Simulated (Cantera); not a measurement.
Source: NASA polynomial tables (part measured, part estimated), evaluated in Cantera. Values are per mole of reaction as written; species without (g) are pure solids or liquids, kept so even where they would boil at 1 bar.

Q: Between 1248 and 2248 K, where is each reaction favourable under standard conditions?
- 2 F(g) + CH2F2(g) → CF4(g) + H2(g)

A: 
- 2 F(g) + CH2F2(g) → CF4(g) + H2(g): ΔG° is -429 kJ at 1248 K and -263 kJ at 2248 K; it stays negative (K > 1). ΔH° is -636 kJ and ΔS° -166 J/K at 2248 K.
